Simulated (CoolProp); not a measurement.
A simple Rankine cycle with R22: condensing at 302.15 K, boiler at 3.39 MPa, turbine inlet 351.3 K, turbine efficiency 0.65, pump efficiency 0.7, no recuperator. Each further row changes one setting.

The numbers come from the reference Helmholtz-energy equation of state, Kamei 1995 in CoolProp.

```json
[
 {"case": "as stated", "thermal efficiency (%)": "6.6", "net work (kJ/kg)": "11.9", "heat in (kJ/kg)": "180", "turbine exit temperature (K)": "302.2", "volume ratio over the turbine": "3.19"},
 {"case": "turbine inlet 371.3 K", "thermal efficiency (%)": "7.1", "net work (kJ/kg)": "14.7", "heat in (kJ/kg)": "207", "turbine exit temperature (K)": "317.3", "volume ratio over the turbine": "2.96"},
 {"case": "condensing temperature 294.15 K", "thermal efficiency (%)": "7.7", "net work (kJ/kg)": "14.6", "heat in (kJ/kg)": "190", "turbine exit temperature (K)": "294.1", "volume ratio over the turbine": "3.96"},
 {"case": "boiler pressure 2.37 MPa", "thermal efficiency (%)": "5.1", "net work (kJ/kg)": "10.3", "heat in (kJ/kg)": "202", "turbine exit temperature (K)": "317.3", "volume ratio over the turbine": "2.04"},
 {"case": "turbine efficiency 0.55", "thermal efficiency (%)": "5.4", "net work (kJ/kg)": "9.64", "heat in (kJ/kg)": "180", "turbine exit temperature (K)": "302.2", "volume ratio over the turbine": "3.23"}
]
```

The expansion ends wet for: as stated; condensing temperature 294.15 K; turbine efficiency 0.55.
